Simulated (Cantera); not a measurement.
Input (Python, Cantera) and output of one run.

```python
import numpy as np
import cantera as ct

gas_names = """
    AL ALI ALI3 ALN AL2 AL2I6 I I2 N N2
""".split()
cond_names = """
    AL(cr) AL(L) ALI3(s) ALI3(L) ALN(s) I2(cr) I2(L)
""".split()


def load(file, names, dense=False):
    # The tables refer to 1 bar. Condensed volumes are neglected.
    table = {s.name: s for s in ct.Species.list_from_file(file)}
    out = []
    for n in names:
        d = dict(table[n].input_data)
        d["thermo"] = dict(d["thermo"], **{"reference-pressure": 1e5})
        if dense:
            d["equation-of-state"] = {"model": "constant-volume", "density": "1e6 g/cm^3"}
        out.append(ct.Species.from_dict(d))
    return out


gas = ct.Solution(thermo="ideal-gas", species=load("nasa_gas.yaml", gas_names))
cond = {s.name: ct.Solution(thermo="fixed-stoichiometry", species=[s], name=s.name)
        for s in load("nasa_condensed.yaml", cond_names, dense=True)}
atoms = {
    'AlI3': {'AL': 1, 'I': 3},
    'N2': {'N': 2},
}
top_T = {'ALN(s)': 2750}  # K; cautious upper limits of use, not melting points


def equilibrate(T, P, feed):
    n = {}
    for name, mol in feed.items():
        for a, k in atoms[name].items():
            n[a] = n.get(a, 0.0) + k * mol
    gas.TPX = T, P, n
    mass = sum(n.values()) * gas.mean_molecular_weight
    gas.equilibrate("TP")
    valid = [c for c in cond.values() if c.min_temp <= T <= top_T.get(c.name, c.max_temp)]
    mix = ct.Mixture([(gas, mass / gas.mean_molecular_weight)] + [(c, 0.0) for c in valid])
    mix.T, mix.P = T, P
    mix.equilibrate("TP", solver="vcs", rtol=1e-11, max_steps=5000)
    return mix


results = []
feed = {'AlI3': 1, 'N2': 32}  # mol
T = 1698  # K
for P in [10, 37, 140, 520, 1900, 7200, 27000, 100000]:
    mix = equilibrate(T, P, feed)
    results.append((T, P, feed, dict(zip(mix.species_names, mix.species_moles))))

top = {s: max(r[3][s] / sum(r[3][g] for g in gas_names) for r in results) for s in gas_names}
cols = sorted((s for s in top if top[s] > 0.0001), key=lambda s: -top[s])[:9]
seen = [c for c in cond_names if any(r[3].get(c, 0) > 1e-12 for r in results)]
print("log10 of partial pressures in bar; condensed amounts in mol")
print(f"{'P/Pa':>10s}" + "".join(f"{s[:9]:>10s}" for s in cols + seen))
for T, P, feed, n in results:
    ng = sum(n[g] for g in gas_names)
    print(f"{P:10.4g}" + "".join(f"{np.log10(max(n[s] / ng * P / 1e5, 1e-99)):10.3f}" for s in cols)
          + "".join(f"{n.get(c, 0):10.4g}" for c in seen))
```

It prints:

```
log10 of partial pressures in bar; condensed amounts in mol
      P/Pa        N2         I       ALI        AL      ALI3        I2    ALN(s)
        10    -4.041    -5.216    -5.609    -6.415   -13.661   -11.245         0
        37    -3.471    -4.666    -4.995    -6.351   -11.947   -10.145         0
       140    -2.893    -4.095    -4.403    -6.331   -10.211    -9.001         0
       520    -2.323    -3.483    -3.926    -6.465    -8.513    -7.779    0.2027
      1900    -1.760    -2.860    -3.585    -6.747    -6.924    -6.532    0.5236
      7200    -1.182    -2.247    -3.260    -7.036    -5.373    -5.305    0.7338
   2.7e+04    -0.608    -1.661    -2.962    -7.323    -3.902    -4.134    0.8442
     1e+05    -0.037    -1.122    -2.708    -7.609    -2.571    -3.056    0.8404
```

These are equilibrium values from Cantera (NASA tables, ideal gas, pure condensed phases), not measurements of a reactor.
